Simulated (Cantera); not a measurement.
What does this Cantera script print?

```python
import numpy as np
import cantera as ct

gas_names = """
    C CH CH2 CH3 CH2OH CH3O CH4 CH3OH CN CO CO2 COOH C2 C2H CHCO,ketyl C2H2,acetylene C2H2,vinylidene
    CH2CO,ketene C2H3,vinyl CH3CN CH3CO,acetyl C2H4 C2H4O,ethylen CH3CHO,ethanal CH3COOH (HCOOH)2 C2H5
    C2H6 CH3OCH3 C2H5OH CCN CNC C2N2 C2O C3 C3H3,propargyl C3H4,allene C3H4,propyne C3H4,cyclo-
    C3H5,allyl C3H6,propylene C3H6,cyclo- C3H6O C3H7,n-propyl C3H7,i-propyl C3H8 C3H8O,1propanol
    C3H8O,2propanol C3O2 C4 C4H2 C4H4,1,3-cyclo- C4H6,butadiene C4H6,2-butyne C4H6,cyclo- C4H8,1-butene
    C4H8,cis2-buten C4H8,tr2-butene C4H8,isobutene C4H8,cyclo- (CH3COOH)2 C4H9,n-butyl C4H9,i-butyl
    C4H9,s-butyl C4H9,t-butyl C4H10,isobutane C4H10,n-butane C4N2 C5 C5H6,1,3cyclo- C5H8,cyclo-
    C5H10,1-pentene C5H10,cyclo- C5H11,pentyl C5H11,t-pentyl C5H12,n-pentane C5H12,i-pentane
    CH3C(CH3)2CH3 C6H2 C6H5,phenyl C6H5O,phenoxy C6H6 C6H5OH,phenol C6H10,cyclo- C6H12,1-hexene
    C6H12,cyclo- C6H13,n-hexyl C7H7,benzyl C7H8 C7H8O,cresol C7H14,1-heptene C7H15,n-heptyl
    C7H16,n-heptane C8H8,styrene C8H10,ethylbenz C8H16,1-octene C8H17,n-octyl C8H18,isooctane
    C8H18,n-octane C9H19,n-nonyl C10H8,naphthale C10H21,n-decyl C12H9,o-bipheny C12H10,bipheny H HCN HCO
    HCCN HNC HNCO HNO HNO2 HNO3 HO2 H2 HCHO,formaldehy HCOOH H2O H2O2 N NCO NH NH2 NH3 NH2OH NO NO2 NO3
    N2 N2H2 N2H4 N2O O OH O2 O3 Si SiC SiC2 SiC4H12 SiH SiH2 SiH3 SiH4 SiN SiO SiO2 Si2 Si2C Si2N Si3
""".split()
cond_names = """
    C(gr) C6H6(L) C7H8(L) C8H18(L),n-octa H2O(s) H2O(L) Si(cr) Si(L) SiC(b) SiO2(Lqz) SiO2(hqz) SiO2(L)
    Si2N2O(s) Si3N4(a)
""".split()


def load(file, names, dense=False):
    # The tables refer to 1 bar. Condensed volumes are neglected.
    table = {s.name: s for s in ct.Species.list_from_file(file)}
    out = []
    for n in names:
        d = dict(table[n].input_data)
        d["thermo"] = dict(d["thermo"], **{"reference-pressure": 1e5})
        if dense:
            d["equation-of-state"] = {"model": "constant-volume", "density": "1e6 g/cm^3"}
        out.append(ct.Species.from_dict(d))
    return out


gas = ct.Solution(thermo="ideal-gas", species=load("nasa_gas.yaml", gas_names))
cond = {s.name: ct.Solution(thermo="fixed-stoichiometry", species=[s], name=s.name)
        for s in load("nasa_condensed.yaml", cond_names, dense=True)}
atoms = {
    'HMDSO': {'Si': 2, 'C': 6, 'H': 18, 'O': 1},
    'O2': {'O': 2},
    'N2': {'N': 2},
}
top_T = {'C(gr)': 4500, 'SiC(b)': 3050, 'Si2N2O(s)': 2100, 'Si3N4(a)': 2400}  # K; cautious upper limits of use, not melting points


def equilibrate(T, P, feed):
    n = {}
    for name, mol in feed.items():
        for a, k in atoms[name].items():
            n[a] = n.get(a, 0.0) + k * mol
    gas.TPX = T, P, n
    mass = sum(n.values()) * gas.mean_molecular_weight
    gas.equilibrate("TP")
    valid = [c for c in cond.values() if c.min_temp <= T <= top_T.get(c.name, c.max_temp)]
    mix = ct.Mixture([(gas, mass / gas.mean_molecular_weight)] + [(c, 0.0) for c in valid])
    mix.T, mix.P = T, P
    mix.equilibrate("TP", solver="vcs", rtol=1e-11, max_steps=5000)
    return mix


results = []
feed = {'HMDSO': 1, 'O2': 27, 'N2': 4.2}  # mol
P = 30000  # Pa
for T in [573, 623, 673, 723, 773, 823, 873, 923, 973, 1023, 1073]:
    mix = equilibrate(T, P, feed)
    results.append((T, P, feed, dict(zip(mix.species_names, mix.species_moles))))

top = {s: max(r[3][s] / sum(r[3][g] for g in gas_names) for r in results) for s in gas_names}
cols = sorted((s for s in top if top[s] > 0.0001), key=lambda s: -top[s])[:8]
seen = [c for c in cond_names if any(r[3].get(c, 0) > 1e-12 for r in results)]
print("log10 of partial pressures in bar; condensed amounts in mol")
print(f"{'T/K':>10s}" + "".join(f"{s[:9]:>10s}" for s in cols + seen))
for T, P, feed, n in results:
    ng = sum(n[g] for g in gas_names)
    print(f"{T:10.4g}" + "".join(f"{np.log10(max(n[s] / ng * P / 1e5, 1e-99)):10.3f}" for s in cols)
          + "".join(f"{n.get(c, 0):10.4g}" for c in seen))
```

Result:

```
log10 of partial pressures in bar; condensed amounts in mol
       T/K        O2       H2O       CO2        N2 SiO2(Lqz) SiO2(hqz)
       573    -0.881    -1.103    -1.279    -1.434         2         0
       623    -0.881    -1.103    -1.279    -1.434         2         0
       673    -0.881    -1.103    -1.279    -1.434         2         0
       723    -0.881    -1.103    -1.279    -1.434         2         0
       773    -0.881    -1.103    -1.279    -1.434         2         0
       823    -0.881    -1.103    -1.279    -1.434         2         0
       873    -0.881    -1.103    -1.279    -1.434         0         2
       923    -0.881    -1.103    -1.279    -1.434         0         2
       973    -0.881    -1.103    -1.279    -1.434         0         2
      1023    -0.881    -1.103    -1.279    -1.434         0         2
      1073    -0.881    -1.103    -1.279    -1.434         0         2
```

Cantera equilibrium calculation (NASA polynomials, part measured and part estimated; ideal gas, pure solids and liquids). The feed counts by its element totals alone.
